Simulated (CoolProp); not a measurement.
The fluid at 479.09 K and 0.887 MPa flows at 9.6 m/s in a round tube of 100 mm bore and 1.5 µm roughness, fully developed (64/Re and Nu = 3.66 if laminar; Colebrook and Gnielinski if turbulent). The same conditions are run with several fluids, on thermodynamics alone (safety and materials aside).

Model: reference Helmholtz-energy equation of state of each fluid (R143a: Lemmon and Jacobsen 2000; benzene: Thol 2012; R141b: Lemmon 2006; dry air: Lemmon 2000; R410A: Lemmon 2003), in CoolProp. Blends and air are pseudo-pure fits.

Question: Rank R143a, benzene, R141b, dry air, R410A by Reynolds number, highest first.

Answer: R141b (1800000), benzene (1580000), R143a (1040000), R410A (768000), dry air (234000)

```csv
fluid,Darcy friction factor,pressure drop (Pa/m),heat-transfer coefficient (W/(m² K)),mass flow (kg/h)
R143a,0.0119,105,400,5220
benzene,0.0112,102,530,5340
R141b,0.0110,143,445,7620
dry air,0.0153,45.3,137,1750
R410A,0.0125,94.7,286,4470
```

Transport values come from each fluid's own correlations; those of R143a, R141b are estimates that may be off by 10 % or more.
